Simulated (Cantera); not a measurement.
A Cantera script and what it prints.

```python
import numpy as np
import cantera as ct

gas_names = """
    H H2 N NH NH2 NH3 N2 N2H2 N2H4 Si SiH SiH2 SiH3 SiH4 SiN Si2 Si2N Si3
""".split()
cond_names = """
    Si(cr) Si(L) Si3N4(a)
""".split()


# ... load() reads the species with a 1 bar reference pressure and builds the phases ...
atoms = {
    'SiH4': {'Si': 1, 'H': 4},
    'N2': {'N': 2},
}
top_T = {'Si3N4(a)': 2400}  # K; cautious upper limits of use, not melting points


# ... equilibrate(T, P, feed) seeds the gas with the atoms and calls Mixture.equilibrate('TP', solver="vcs", rtol=1e-11, max_steps=5000) ...
results = []
feed = {'SiH4': 1, 'N2': 2.7}  # mol
T = 1400  # K
P = 150  # Pa
mix = equilibrate(T, P, feed)
results.append((T, P, feed, dict(zip(mix.species_names, mix.species_moles))))
x = sorted(zip(gas.X, gas.species_names), reverse=True)
print(f"T = {T:g} K  P = {P:g} Pa  gas = {mix.phase_moles(0):.4g} mol")
print("   x: " + "  ".join(f"{s} {v:.3e}" for v, s in x if v > 0.0001))
print("   condensed (mol): " + ("  ".join(f"{mix.phase(i).name} {mix.phase_moles(i):.4g}"
      for i in range(1, mix.n_phases) if mix.phase_moles(i) > 1e-12) or "none"))
```

Output:

```
T = 1400 K  P = 150 Pa  gas = 4.034 mol
   x: N2 5.041e-01  H2 4.958e-01
   condensed (mol): Si3N4(a) 0.3333
```

Cantera equilibrium calculation (NASA polynomials, part measured and part estimated; ideal gas, pure solids and liquids). N2 is the only nitrogen source here; it is nearly inert below about 1500 K, so the nitride shown seldom forms there in practice.
